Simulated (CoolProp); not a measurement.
Vapour-liquid equilibrium of ethanol (1) + o-xylene (2) at 296 kPa; x and y are mole fractions of (1).

Model: multi-fluid Helmholtz-energy mixture model, Schroeder 2014 and Zhou 2012; pair parameters Bell 2016, in CoolProp.

```json
[
 {"x": "0.05", "bubble temperature, mixture model (°C)": "157.8", "bubble temperature, Raoult's law (°C)": "175.6", "y, mixture model": "0.517", "y, Raoult's law": "0.304"},
 {"x": "0.15", "bubble temperature, mixture model (°C)": "132.9", "bubble temperature, Raoult's law (°C)": "157.2", "y, mixture model": "0.762", "y, Raoult's law": "0.596"},
 {"x": "0.25", "bubble temperature, mixture model (°C)": "123.9", "bubble temperature, Raoult's law (°C)": "145.4", "y, mixture model": "0.826", "y, Raoult's law": "0.736"},
 {"x": "0.35", "bubble temperature, mixture model (°C)": "119.8", "bubble temperature, Raoult's law (°C)": "136.7", "y, mixture model": "0.853", "y, Raoult's law": "0.819"},
 {"x": "0.45", "bubble temperature, mixture model (°C)": "117.4", "bubble temperature, Raoult's law (°C)": "130.1", "y, mixture model": "0.870", "y, Raoult's law": "0.873"},
 {"x": "0.55", "bubble temperature, mixture model (°C)": "115.7", "bubble temperature, Raoult's law (°C)": "124.6", "y, mixture model": "0.883", "y, Raoult's law": "0.911"},
 {"x": "0.65", "bubble temperature, mixture model (°C)": "114.2", "bubble temperature, Raoult's law (°C)": "120.1", "y, mixture model": "0.897", "y, Raoult's law": "0.940"},
 {"x": "0.75", "bubble temperature, mixture model (°C)": "112.6", "bubble temperature, Raoult's law (°C)": "116.1", "y, mixture model": "0.916", "y, Raoult's law": "0.962"},
 {"x": "0.85", "bubble temperature, mixture model (°C)": "110.9", "bubble temperature, Raoult's law (°C)": "112.7", "y, mixture model": "0.942", "y, Raoult's law": "0.980"},
 {"x": "0.95", "bubble temperature, mixture model (°C)": "109.2", "bubble temperature, Raoult's law (°C)": "109.7", "y, mixture model": "0.977", "y, Raoult's law": "0.994"}
]
```

The largest gap from Raoult's law is -24.3 K in bubble temperature, at x = 0.15. No azeotrope shows between x = 0.05 and 0.95.

The pair parameters rest on a limited set of measurements; away from them the model extrapolates. With so large a gap from Raoult's law the liquid may split in two, which this calculation doesn't test in full.
